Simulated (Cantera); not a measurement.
Charge: 1 mol Si3N4, 1.8 mol N2O, 62 mol H2, equilibrated at 13.3 mbar.

Cantera equilibrium calculation (NASA polynomials, part measured and part estimated; ideal gas, pure solids and liquids). Candidate condensed phases: H2O, Si, SiO2, Si2N2O, Si3N4; 35 gas species. Mutual solubility and eutectic melting of coexisting phases are not modelled. The tables hold silica as quartz up to 1696 K and as liquid above; real silica turns to tridymite and cristobalite and melts near 1996 K. Gases not in the tables: Si2H6 and higher silanes. Equilibrium is a limit: real reactors are often held back by kinetics, nucleation or transport.

Question: What share of the Si ends up in condensed phases as a function of T (K), at 1273, 1373, 1473, 1573, 1673, 1773, 1873, 1973, 2073, 2173, 2273?

Answer: 
```json
[
 {"T (K)": "1273", "Si condensed (%)": "100.0", "as": "SiO2(β-quartz) + Si2N2O(s)"},
 {"T (K)": "1373", "Si condensed (%)": "99.9", "as": "SiO2(β-quartz) + Si2N2O(s)"},
 {"T (K)": "1473", "Si condensed (%)": "97.8", "as": "SiO2(β-quartz) + Si2N2O(s)"},
 {"T (K)": "1573", "Si condensed (%)": "80.1", "as": "Si2N2O(s)"},
 {"T (K)": "1673", "Si condensed (%)": "79.9", "as": "Si2N2O(s)"},
 {"T (K)": "1773", "Si condensed (%)": "39.5", "as": "Si(l)"},
 {"T (K)": "1873", "Si condensed (%)": "38.2", "as": "Si(l)"},
 {"T (K)": "1973", "Si condensed (%)": "33.7", "as": "Si(l)"},
 {"T (K)": "2073", "Si condensed (%)": "20.5", "as": "Si(l)"},
 {"T (K)": "2173", "Si condensed (%)": "0.0", "as": "-"},
 {"T (K)": "2273", "Si condensed (%)": "0.0", "as": "-"}
]
```
